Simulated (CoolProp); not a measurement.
Vapour-liquid equilibrium of R125 (1) + R236EA (2) at 0.516 MPa; x and y are mole fractions of (1).

Computed with CoolProp (multi-fluid Helmholtz-energy mixture model, Lemmon 2005 and Rui 2013; pair parameters Bell 2016).

Question: Give the bubble temperature and the first vapour's composition at x = 0.2, 0.65, 0.875. Is there an azeotrope?

Answer: x = 0.2: 305.1 K, y = 0.556; x = 0.65: 277.3 K, y = 0.919; x = 0.875: 269.0 K, y = 0.978. No azeotrope shows between x = 0.05 and 0.95.

Pair parameters are fitted to limited data, so mixtures are less certain than the pure fluids.
